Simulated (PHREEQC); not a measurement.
Solution (25 °C): 0.14 mol NH4Cl, 0.0011 mol Na2SO4 and 0.0082 mol NaCl per kg of water. Closed to the air; pH follows from the charge balance.

Equilibrium calculation in PHREEQC: ion-association model, wateq4f.dat.

This is a speciation only: nothing precipitates in the calculation.

**Question.** Estimate the pH.

**Answer.** pH 5.16.

**Question.** In which forms is S present?

**Answer.** SO4-2 62 %, NH4SO4- 36 %, NaSO4- 1.0 % of the S.
